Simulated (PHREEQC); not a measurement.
Brine: an equilibrium model

Dissolve 0.72 mol/kgw CaCl2, 0.002 mol/kgw Na2B4O7 and 0.14 mol/kgw MgCl2 at 35 °C. Closed to the air; pH follows from the charge balance.

Equilibrium calculation in PHREEQC: Pitzer model, pitzer.dat.

Each row changes one thing in this solution. Precipitation was switched off in this run.

```json
[
 {"case": "as made", "pH": "7.81", "B(OH)3 (mol/kgw)": "0.00402", "CaB(OH)4+ (mol/kgw)": "0.00254", "B(OH)4- (mol/kgw)": "0.00115", "MgB(OH)4+ (mol/kgw)": "0.000283", "MgOH+ (mol/kgw)": "1.25e-5", "SI of Halite (NaCl)": "-4.05"},
 {"case": "diluted 2-fold with water", "pH": "8.17", "B(OH)3 (mol/kgw)": "0.00202", "CaB(OH)4+ (mol/kgw)": "0.00115", "B(OH)4- (mol/kgw)": "0.000702", "MgB(OH)4+ (mol/kgw)": "0.000129", "MgOH+ (mol/kgw)": "1.02e-5", "SI of Halite (NaCl)": "(withheld)"},
 {"case": "Na2B4O7 from 0.002 to 0.003 mol/kgw", "pH": "7.81", "B(OH)3 (mol/kgw)": "0.00602", "CaB(OH)4+ (mol/kgw)": "0.00382", "B(OH)4- (mol/kgw)": "0.00173", "MgB(OH)4+ (mol/kgw)": "0.000425", "MgOH+ (mol/kgw)": "1.25e-5", "SI of Halite (NaCl)": "-3.88"},
 {"case": "Na2B4O7 from 0.002 to 0.0004 mol/kgw", "pH": "(withheld)", "B(OH)3 (mol/kgw)": "0.000822", "CaB(OH)4+ (mol/kgw)": "0.000498", "B(OH)4- (mol/kgw)": "0.000225", "MgB(OH)4+ (mol/kgw)": "5.53e-5", "MgOH+ (mol/kgw)": "1.19e-5", "SI of Halite (NaCl)": "-4.75"},
 {"case": "diluted 5-fold with water", "pH": "8.49", "B(OH)3 (mol/kgw)": "0.000825", "CaB(OH)4+ (mol/kgw)": "0.000380", "B(OH)4- (mol/kgw)": "0.000352", "MgB(OH)4+ (mol/kgw)": "4.27e-5", "MgOH+ (mol/kgw)": "9.13e-6", "SI of Halite (NaCl)": "(withheld)"},
 {"case": "temperature from 35 to 20 °C", "pH": "(withheld)", "B(OH)3 (mol/kgw)": "0.00400", "CaB(OH)4+ (mol/kgw)": "0.00261", "B(OH)4- (mol/kgw)": "0.00109", "MgB(OH)4+ (mol/kgw)": "0.000297", "MgOH+ (mol/kgw)": "3.63e-6", "SI of Halite (NaCl)": "-4.02"},
 {"case": "CaCl2 from 0.72 to 0.648 mol/kgw", "pH": "7.87", "B(OH)3 (mol/kgw)": "0.00402", "CaB(OH)4+ (mol/kgw)": "0.00248", "B(OH)4- (mol/kgw)": "0.00119", "MgB(OH)4+ (mol/kgw)": "0.000307", "MgOH+ (mol/kgw)": "1.31e-5", "SI of Halite (NaCl)": "-4.10"}
]
```

Problem. Some entries are withheld; supply them.

Solution. 
- diluted 2-fold with water, SI of Halite (NaCl): -4.71
- Na2B4O7 from 0.002 to 0.0004 mol/kgw, pH: 7.79
- diluted 5-fold with water, SI of Halite (NaCl): -5.49
- temperature from 35 to 20 °C, pH: 7.78

In brines, pH and single-ion activities rest on the MacInnes convention.
